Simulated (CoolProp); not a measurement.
Benzene at 486.11 K and 0.201 MPa flows at 12 m/s in a round tube of 50 mm bore and 45 µm roughness, fully developed (64/Re and Nu = 3.66 if laminar; Colebrook and Gnielinski if turbulent). Each further row changes one setting.

Values from CoolProp's reference Helmholtz-energy equation of state, Thol 2012.

```json
[
 {"case": "as stated", "Reynolds number": "195000", "Darcy friction factor": "0.0207", "pressure drop (Pa/m)": "118", "heat-transfer coefficient (W/(m² K))": "244", "mass flow (kg/h)": "337"},
 {"case": "velocity 24 m/s", "Reynolds number": "391000", "Darcy friction factor": "0.0200", "pressure drop (Pa/m)": "457", "heat-transfer coefficient (W/(m² K))": "471", "mass flow (kg/h)": "675"},
 {"case": "diameter 100 mm", "Reynolds number": "391000", "Darcy friction factor": "0.0176", "pressure drop (Pa/m)": "50.4", "heat-transfer coefficient (W/(m² K))": "206", "mass flow (kg/h)": "1350"}
]
```

Viscosity comes from a separate model (Avgeri 2014). Thermal conductivity comes from a separate model (Assael 2012).
